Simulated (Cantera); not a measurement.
A freely propagating, adiabatic, planar premixed flame of 33.5 % H₂, 14.0 % O₂, 52.6 % N₂, equivalence ratio 1.2, unburnt at 450 K and 150000 Pa; mixture-averaged transport, grid criteria slope 0.08 and curve 0.16, no radiation.

Computed with Cantera and the H2/O2 subset of GRI-Mech 3.0, which has no nitrogen chemistry. Burning velocities carry a grid error of a few per cent, more on coarse grids.

x: mole fraction of selected species; z is measured from the peak of heat release.

```tsv
z (mm)	T (K)	u (m/s)	x H₂	x O₂	x H	x OH	x HO₂	x H₂O₂
-0.727	450	5.21	0.335	0.140	<1e-8	<1e-8	<1e-8	<1e-8
-0.485	450	5.21	0.335	0.140	<1e-8	<1e-8	<1e-8	<1e-8
-0.363	450	5.21	0.335	0.140	<1e-8	<1e-8	<1e-8	<1e-8
-0.242	450	5.21	0.335	0.140	<1e-8	<1e-8	___	<1e-8
-0.121	461	5.30	0.330	0.140	8.40e-6	8.43e-6	___	3.66e-6
-0.0606	700	7.81	0.296	0.137	0.00322	0.00105	___	6.39e-5
0	1190	12.8	0.201	0.102	0.0291	0.00280	___	1.17e-5
0.0606	1539	16.3	0.107	0.0440	0.0562	0.00815	___	3.62e-6
0.121	1706	18.0	0.0770	0.0209	0.0592	0.0117	___	2.14e-6
0.242	1870	19.5	0.0710	0.0128	0.0493	0.0141	___	1.13e-6
0.485	2030	21.0	0.0710	0.00936	0.0363	0.0148	___	6.07e-7
0.969	2177	22.2	0.0695	0.00631	0.0250	0.0139	___	3.58e-7
1.94	2298	23.3	0.0670	0.00375	0.0164	0.0117	___	2.31e-7
```

### Question
Fill in the missing entries.

### Answer

- -0.242, x HO₂: 1.47e-7
- -0.121, x HO₂: 0.000118
- -0.0606, x HO₂: 0.000404
- 0, x HO₂: 0.000143
- 0.0606, x HO₂: 5.40e-5
- 0.121, x HO₂: 2.36e-5
- 0.242, x HO₂: 1.26e-5
- 0.485, x HO₂: 7.97e-6
- 0.969, x HO₂: 4.75e-6
- 1.94, x HO₂: 2.62e-6
